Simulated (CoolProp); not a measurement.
A closed Brayton cycle with nitrogen: compressor inlet 324.15 K and 6.4 MPa, high pressure 14.8 MPa, turbine inlet 870 K, compressor efficiency 0.85, turbine efficiency 0.9, recuperator effectiveness 0.9 (on enthalpy, no pinch check). Each further row changes one setting.

Values from CoolProp's reference Helmholtz-energy equation of state, Span 2000.

```
case                           thermal efficiency (%)  net work (kJ/kg)  compressor to turbine work  compressor exit (K)  turbine exit (K)
-----------------------------  ----------------------  ----------------  --------------------------  -------------------  ----------------
as stated                                           …              70.8                        0.61                428.7             713.7
turbine inlet 820 K                                 …                 …                        0.65                428.7             671.2
compressor inlet 334.15 K                           …              67.1                        0.63                441.8             713.7
high pressure 12.6 MPa                              …                 …                        0.58                    …                 …
recuperator effectiveness 0.5                    20.7              70.8                        0.61                428.7             713.7
```

### Question
Complete the blanks.

### Answer

- as stated, thermal efficiency (%): 32.6
- turbine inlet 820 K, thermal efficiency (%): 29.9
- turbine inlet 820 K, net work (kJ/kg): 60.3
- compressor inlet 334.15 K, thermal efficiency (%): 31.2
- high pressure 12.6 MPa, thermal efficiency (%): 32.8
- high pressure 12.6 MPa, net work (kJ/kg): 62.4
- high pressure 12.6 MPa, compressor exit (K): 406.6
- high pressure 12.6 MPa, turbine exit (K): 741.5
